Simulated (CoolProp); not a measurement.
A Linde-Hampson liquefier for oxygen: isothermal reversible compression at 250 K from 1 atm to 30 MPa, throttling to 1 atm, return gas leaving the recuperator 0 K below the feed. Each further row changes one setting.

Values from CoolProp's reference Helmholtz-energy equation of state, Schmidt 1985.

```tsv
case	liquid yield per pass	compression work (kJ/kg of gas)
as stated	?	352
high pressure 60 MPa	?	?
warm-end temperature 280 K	0.166	?
warm-end gap 5 K	?	352
```

Fill in the missing entries.


- as stated, liquid yield per pass: 0.223
- high pressure 60 MPa, liquid yield per pass: 0.246
- high pressure 60 MPa, compression work (kJ/kg of gas): 399
- warm-end temperature 280 K, compression work (kJ/kg of gas): 402
- warm-end gap 5 K, liquid yield per pass: 0.213
